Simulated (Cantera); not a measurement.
Cantera run:

```python
import numpy as np
import cantera as ct

gas_names = """
    Fe FeO N NO NO2 NO3 N2 N2O O O2 O3 S SN SO SO2 SO3 S2 S2O S8
""".split()
cond_names = """
    Fe(a) Fe(c) Fe(d) Fe(L) FeO(s) FeO(L) FeS(a) FeS(b) FeS(c) FeS(L) FeSO4(s) FeS2(s) Fe2O3(s)
    Fe2S3O12(s) Fe3O4(s) S(cr1) S(cr2) S(L)
""".split()


# ... load() reads the species with a 1 bar reference pressure and builds the phases ...
atoms = {
    'FeS': {'Fe': 1, 'S': 1},
    'SO2': {'S': 1, 'O': 2},
    'N2': {'N': 2},
}
top_T = {'FeSO4(s)': 950, 'FeS2(s)': 1010, 'Fe2O3(s)': 1830, 'Fe2S3O12(s)': 1100, 'Fe3O4(s)': 1870}  # K; cautious upper limits of use, not melting points


# ... equilibrate(T, P, feed) seeds the gas with the atoms and calls Mixture.equilibrate('TP', solver="vcs", rtol=1e-11, max_steps=5000) ...
results = []
feed = {'FeS': 1, 'SO2': 0.27, 'N2': 0.98}  # mol
P = 7600  # Pa
for T in [823, 923, 1023, 1123, 1223, 1323, 1423, 1523, 1623]:
    mix = equilibrate(T, P, feed)
    results.append((T, P, feed, dict(zip(mix.species_names, mix.species_moles))))
    x = sorted(zip(gas.X, gas.species_names), reverse=True)
    print(f"T = {T:g} K  P = {P:g} Pa  gas = {mix.phase_moles(0):.4g} mol")
    print("   x: " + "  ".join(f"{s} {v:.3e}" for v, s in x if v > 0.0001))
    print("   condensed (mol): " + ("  ".join(f"{mix.phase(i).name} {mix.phase_moles(i):.4g}"
          for i in range(1, mix.n_phases) if mix.phase_moles(i) > 1e-12) or "none"))
```

It prints:

```
T = 823 K  P = 7600 Pa  gas = 1.243 mol
   x: N2 7.886e-01  SO2 2.068e-01  S2 4.282e-03  S2O 2.577e-04
   condensed (mol): FeS(c) 0.9597  FeS2(s) 0.02099  Fe3O4(s) 0.006423
T = 923 K  P = 7600 Pa  gas = 1.252 mol
   x: N2 7.828e-01  SO2 2.089e-01  S2 7.906e-03  S2O 3.854e-04
   condensed (mol): FeS(c) 0.9877  Fe3O4(s) 0.004104
T = 1023 K  P = 7600 Pa  gas = 1.253 mol
   x: N2 7.820e-01  SO2 2.046e-01  S2 1.284e-02  S2O 5.222e-04
   condensed (mol): FeS(c) 0.9801  Fe3O4(s) 0.006634
T = 1123 K  P = 7600 Pa  gas = 1.255 mol
   x: N2 7.810e-01  SO2 1.991e-01  S2 1.904e-02  S2O 6.653e-04  SO 1.033e-04
   condensed (mol): FeS(c) 0.9705  Fe3O4(s) 0.009819
T = 1223 K  P = 7600 Pa  gas = 1.257 mol
   x: N2 7.799e-01  SO2 1.927e-01  S2 2.627e-02  S2O 8.059e-04  SO 3.191e-04
   condensed (mol): FeS(c) 0.9593  Fe3O4(s) 0.01355
T = 1323 K  P = 7600 Pa  gas = 1.267 mol
   x: N2 7.732e-01  SO2 1.845e-01  S2 4.041e-02  S2O 1.059e-03  SO 8.575e-04
   condensed (mol): FeO(s) 0.07  FeS(c) 0.93
T = 1423 K  P = 7600 Pa  gas = 1.279 mol
   x: N2 7.662e-01  SO2 1.643e-01  S2 6.614e-02  SO 1.987e-03  S2O 1.410e-03
   condensed (mol): FeO(s) 0.1155  FeS(c) 0.8845
T = 1523 K  P = 7600 Pa  gas = 1.289 mol
   x: N2 7.601e-01  SO2 1.468e-01  S2 8.745e-02  SO 3.950e-03  S2O 1.609e-03
   condensed (mol): FeO(s) 0.1542  FeS(L) 0.8458
T = 1623 K  P = 7600 Pa  gas = 1.298 mol
   x: N2 7.552e-01  SO2 1.331e-01  S2 1.027e-01  SO 7.063e-03  S2O 1.695e-03  S 1.770e-04
   condensed (mol): FeO(s) 0.1831  FeS(L) 0.8169
```

Cantera equilibrium calculation (NASA polynomials, part measured and part estimated; ideal gas, pure solids and liquids). Metal and sulfide melt together well below either melting point, which pure phases cannot show. Mutual solubility and eutectic melting of coexisting phases are not modelled. The tables' stoichiometric FeO is somewhat more stable than real wüstite, so its field is too wide. FeO, FeS: taken at fixed stoichiometry. Gases not in the tables: S3 to S7.
